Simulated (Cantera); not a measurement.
A perfectly stirred reactor is fed with CH4 : O2 : N2 = 1 : 2.38 : 8.95 (molar parts), equivalence ratio 0.84, at 165 Torr; it is adiabatic with a 650 K inlet, and is followed from long to short residence time, starting on the burning branch (τ in s: 0.22, 0.096, 0.042, 0.018, 0.0077, 0.0033, 0.0014, 0.00062, 0.00027, 0.00012, 5e-05, 2.1e-05, 9.2e-06).

Model: GRI-Mech 3.0 (53 species, 325 reactions), integrated in Cantera.

One state of this run: T (K) = 2032; x CH4 = 3.69e-5; x O2 = 0.0397; x C2H4 = 2.84e-9; x C2H = 2.16e-11; x NO = 0.000130; x HO2 = 2.12e-6. x: mole fraction; the columns are a selection and need not sum to one.

Which value of τ (s) does it belong to?
A. 0.00027
B. 2.1e-5
C. 0.0077
D. 9.2e-6

C, 0.0077
